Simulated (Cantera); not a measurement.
Input: 1 mol Si, 3.3 mol HCl, 7.6 mol H2, held at 0.150 bar.

Method: chemical equilibrium by Gibbs-energy minimisation in Cantera with the NASA 1993 tables (ideal gas, pure condensed phases). Candidate condensed phases: Si; 19 gas species. The tables' values for SiCl3 are old estimates; treat these amounts as uncertain. The numbers say what is thermodynamically allowed, not how fast it happens. All values below are at 1325 K.

Base state: H2 0.828, HCl 0.0965, SiCl2 0.0308, SiCl4 0.0228, SiCl3 0.0114, SiHCl3 0.00999, SiH2Cl2 0.000630, SiH3Cl 1.12e-5 (mole fractions); condensed: Si(s).

### Question
What changes in the equilibrium state with this change: pressure from 0.150 bar to 23.0 bar?

### Answer
| species | before | after |
|---|---|---|
| H2 | 0.828 | 0.876 |
| SiHCl3 | 0.00999 | 0.0457 |
| SiCl4 | 0.0228 | 0.0311 |
| HCl | 0.0965 | 0.0305 |
| SiCl2 | 0.0308 | 0.00291 |
| SiCl3 | 0.0114 | 0.00408 |
| SiH4 | 8.28e-8 | 1.42e-5 |
| SiH3Cl | 1.12e-5 | 0.000575 |
| Si(s), mol | 0.207 | 0.0596 |
Gases not in the tables: Si2H6 and higher silanes.
